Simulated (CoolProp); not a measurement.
C2F6 (R116) at several states: fugacity coefficient from the reference equation and from simpler models built on Tc = 293.0 K, pc = 30.48 bar, ω = 0.257; each cubic takes its own stable root.

Model: reference Helmholtz-energy equation of state, Lemmon 2006, in CoolProp. It is a short technical equation, of lower accuracy than the large ones.

| T (K) | p (bar) | phase | reference |
|---|---|---|---|
| 369.6 | 13.3 | gas | 0.9378 |
| 214.1 | 9.62 | liquid | 0.2524 |
| 296 | 0.119 | gas | 0.9987 |

Question: How far does each simpler model (van der Waals, Redlich-Kwong, Soave-Redlich-Kwong, Peng-Robinson) lie from the reference over these 3 states: mean and median of the absolute difference, and the worst?

Answer: 
- van der Waals: mean 56.4 %, median 1.0 %, worst +168.1 % at 214.1 K and 9.62 bar
- Redlich-Kwong: mean 15.3 %, median 1.1 %, worst +44.8 % at 214.1 K and 9.62 bar
- Soave-Redlich-Kwong: mean 0.3 %, median 0.1 %, worst +0.9 % at 214.1 K and 9.62 bar
- Peng-Robinson: mean 0.6 %, median 0.6 %, worst -1.2 % at 369.6 K and 13.3 bar
